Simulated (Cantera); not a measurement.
What does this Cantera script print?

```python
import numpy as np
import cantera as ct

surf = ct.Interface("ptcombust.yaml", "Pt_surf")
gas = surf.adjacent["gas"]
gas.TPX = 798, 76000, {'CO': 0.0051, 'O2': 0.086, 'N2': 0.79}
surf.TP = 798, 76000
reactor = ct.FlowReactor(gas, clone=False)
reactor.area = 0.0001  # m2
reactor.surface_area_to_volume_ratio = 2100  # 1/m
reactor.mass_flow_rate = 0.85 * reactor.area * gas.density  # inlet velocity 0.85 m/s
reactor.energy_enabled = False
wall = ct.ReactorSurface(surf, reactor, clone=False)
net = ct.ReactorNet([reactor])
net.rtol, net.atol = 1e-8, 1e-16
show, cover = ['CO', 'O2', 'H2O', 'CO2'], ['PT(S)', 'H(S)', 'O(S)', 'OH(S)', 'CO(S)', 'C(S)']

rows = []
print(f"{'z/m':>9s}{'u/(m/s)':>9s}" + "".join(f"{s:>13s}" for s in show + cover))
for z in [0.00098, 0.0017, 0.0031, 0.0055, 0.0098, 0.017, 0.031, 0.055, 0.098]:
    net.advance(z)
    rows.append([reactor.speed, *gas[show].X, *surf[cover].coverages])
    print(f"{z:9.4g}{rows[-1][0]:9.3g}" + "".join(f"{x:13.4e}" for x in rows[-1][1:]))
```

Result:

```
      z/m  u/(m/s)           CO           O2          H2O          CO2        PT(S)         H(S)         O(S)        OH(S)        CO(S)         C(S)
  0.00098    0.848   7.0322e-04   9.5304e-02   5.1086e-30   5.0998e-03   4.3313e-02   6.0633e-25   9.5655e-01   1.8019e-19   1.3902e-04   1.9841e-17
   0.0017    0.848   2.5267e-04   9.5100e-02   4.8007e-29   5.5516e-03   4.1754e-02   8.4398e-24   9.5820e-01   2.9817e-18   4.6340e-05   6.3646e-18
   0.0031    0.848   3.8111e-05   9.5003e-02  -2.2814e-30   5.7668e-03   4.1073e-02   1.4142e-24   9.5892e-01   8.7400e-19   6.7588e-06   9.1247e-19
   0.0055    0.848   1.5636e-06   9.4987e-02  -7.0750e-34   5.8035e-03   4.0961e-02   9.4336e-25   9.5904e-01   2.9703e-19   2.7576e-07   3.7122e-20
   0.0098    0.848   5.1686e-09   9.4986e-02  -7.7795e-34   5.8050e-03   4.0956e-02   9.3961e-25   9.5904e-01   2.9589e-19   9.1129e-10   1.2266e-22
    0.017    0.848   3.6278e-13   9.4986e-02   2.0846e-34   5.8050e-03   4.0956e-02   9.3918e-25   9.5904e-01   2.9576e-19   6.3967e-14   8.6104e-27
    0.031    0.848  -6.0482e-17   9.4986e-02   2.5053e-34   5.8050e-03   4.0956e-02   9.3828e-25   9.5904e-01   2.9547e-19  -6.0736e-33  -1.5998e-45
    0.055    0.848  -6.0482e-17   9.4986e-02   2.5221e-34   5.8050e-03   4.0956e-02   9.3673e-25   9.5904e-01   2.9499e-19  -2.7633e-33  -5.5967e-44
    0.098    0.848  -6.0482e-17   9.4986e-02   2.5841e-34   5.8050e-03   4.0956e-02   9.3404e-25   9.5904e-01   2.9414e-19  -2.6029e-33  -1.9040e-44
```

Detailed kinetics in Cantera: Deutschmann's 1995 Pt surface mechanism with GRI-Mech 3.0 gas chemistry. Catalytic surfaces can have several steady states; this one follows from the mechanism file's or the stated starting coverage. Mass transfer to the wall is taken as infinitely fast.
